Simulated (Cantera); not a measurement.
## Thermodynamics of silicon nitride deposition, feed SiCl4 + N2 + H2

Feed: 1 mol SiCl4, 4.7 mol N2, a varied amount of H2, held at 1.00 bar.

Method: chemical equilibrium by Gibbs-energy minimisation in Cantera with the NASA 1993 tables (ideal gas, pure condensed phases). Candidate condensed phases: NH4Cl, Si, Si3N4; 28 gas species. N2 is the only nitrogen source here; it is nearly inert below about 1500 K, so the nitride shown seldom forms there in practice. The tables' values for SiCl3 are old estimates. The numbers say what is thermodynamically allowed, not how fast it happens.

Stable condensed phases:

```
T in °C \ n(H2) in mol
         0.94  3.3  5.7    8   10   13   15   17   20   22
   1650     A    A    B    B    B    B    B    B    B    B
   1575     A    B    B    B    B    B    B    B    B    B
   1500     A    B    B    B    B    B    B    B    B    B
   1425     B    B    B    B    B    B    B    B    B    B
   1350     B    B    B    B    B    B    B    B    B    B
   1275     B    B    B    B    B    B    B    B    B    B
   1200     B    B    B    B    B    B    B    B    B    B
   1125     B    B    B    B    B    B    B    B    B    B
   1050     B    B    B    B    B    B    B    B    B    B
    975     B    B    B    B    B    B    B    B    B    B
    900     B    B    B    B    B    B    B    B    B    B
```

A: gas only; B: Si3N4.
